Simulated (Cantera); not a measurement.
A perfectly stirred reactor is fed with 20.8 % CO, 0.955 % H₂, 16.4 % O₂, 61.9 % N₂, at 5.00 bar; it is adiabatic with a 325 K inlet, and is followed from long to short residence time, starting on the burning branch (τ in s: 0.46, 0.12, 0.032, 0.0086, 0.0023, 0.0006, 0.00016, 4.2e-05, 1.1e-05).

Cantera simulation using GRI-Mech 3.0 (53 species, 325 reactions); the numbers are that mechanism's predictions, not measurements. The hydrogen kinetics of GRI-Mech 3.0 are dated; newer H2 mechanisms differ, most at raised pressure.

Question: Predict: blow-out, bracketed by the residence times tried; x(CO) at τ = 0.460 s; x(H₂) at τ = 0.460 s; x(O₂) at τ = 0.460 s; x(H₂O) at τ = 0.460 s; x(NO₂) at τ = 0.460 s; x(CO) at τ = 2.30 ms; x(H₂) at τ = 2.30 ms; x(O₂) at τ = 2.30 ms; x(H₂O) at τ = 2.30 ms; x(NO₂) at τ = 2.30 ms.

Answer: 
| Item | Value |
|---|---|
| blow-out, bracketed by the residence times tried | burning at 0.160 ms, out at 42.0 µs |
| x(CO) at τ = 0.460 s | 0.00142 |
| x(H₂) at τ = 0.460 s | 1.26e-5 |
| x(O₂) at τ = 0.460 s | 0.0617 |
| x(H₂O) at τ = 0.460 s | 0.0104 |
| x(NO₂) at τ = 0.460 s | 5.59e-6 |
| x(CO) at τ = 2.30 ms | 0.0158 |
| x(H₂) at τ = 2.30 ms | 0.000125 |
| x(O₂) at τ = 2.30 ms | 0.0686 |
| x(H₂O) at τ = 2.30 ms | 0.00964 |
| x(NO₂) at τ = 2.30 ms | 1.25e-6 |
